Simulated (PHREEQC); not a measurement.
A solution holds 0.0063 mol/kgw KOH, 7.6e-05 mol/kgw Fe(NO3)3 and 0.2 mol/kgw CuSO4, at 40 °C. Closed to the air; pH follows from the charge balance.

All values are PHREEQC results (ion-association model, wateq4f.dat), not measurements.

This is a speciation only: nothing precipitates in the calculation.

**Question.** Order these Fe species by the share of Fe that they hold, largest first: Fe(SO4)2-, FeOH+2, Fe(OH)3, FeSO4+, Fe(OH)2+.

**Answer.** Fe(OH)2+ (93 %), FeOH+2 (5.5 %), Fe(OH)3 (1.3 %), FeSO4+ (0.42 %), Fe(SO4)2- (0.20 %)

The pH is 4.96 and the ionic strength 0.382 mol/kgw. Examples of supersaturated solids here: Jarosite-K, Cu(OH)2. Others may be too. At this temperature some constants are extrapolated from 25 °C, and those without enthalpy data are left unchanged.
